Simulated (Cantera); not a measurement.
A closed system holds: 1 mol Si, 0.45 mol CO2, 8.8 mol H2, held at 9800 Pa.

Equilibrium computed with Cantera from the NASA thermochemical tables; the gas is ideal and each condensed phase is pure. Candidate condensed phases: C, C6H6, C7H8, C8H18, H2O, Si, SiC, SiO2; 123 gas species. Mutual solubility and eutectic melting of coexisting phases are not modelled. The tables hold silica as quartz up to 1696 K and as liquid above; real silica turns to tridymite and cristobalite and melts near 1996 K. Kinetics and transport are ignored. All values below are at 1448 K.

Base state: H2 0.998, SiO 0.00198, CO 4.42e-5, H 2.94e-5 (mole fractions); condensed: Si(s) + SiC(s) + SiO2(β-quartz).

### Question
What changes in the equilibrium state with this change: pressure from 9800 Pa to 1330 Pa?

### Answer
```
species               before     after
-------------------  -------  --------
H2                     0.998     0.985
SiO                  0.00198    0.0146
CO                   4.42e-5  0.000325
H                    2.94e-5   7.92e-5
Si(s), mol            0.0919    0.0393
SiC(s), mol            0.450     0.447
SiO2(β-quartz), mol    0.441     0.384
```
